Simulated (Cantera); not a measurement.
An isothermal, constant-pressure homogeneous reactor starts with 0.380 % CH2O, 2.05 % O2, 97.4 % N2, 0.175 % CH4, equivalence ratio 0.36, at 1448 K and 1.58 atm.

Computed with Cantera and GRI-Mech 3.0 (53 species, 325 reactions).

One state of this run: x CH2O = 5.47e-12; x O2 = 0.0142; x NO2 = 8.18e-10; x CH3 = <1e-12; x NO = 7.76e-7; x HCN = 1.28e-9. x: mole fraction; the columns are a selection and need not sum to one.

Q: Which value of t (s) does it belong to?
(A) 1.39e-5
(B) 0.0100
(C) 5.18e-5
(D) 0.000720

A: D, 0.000720
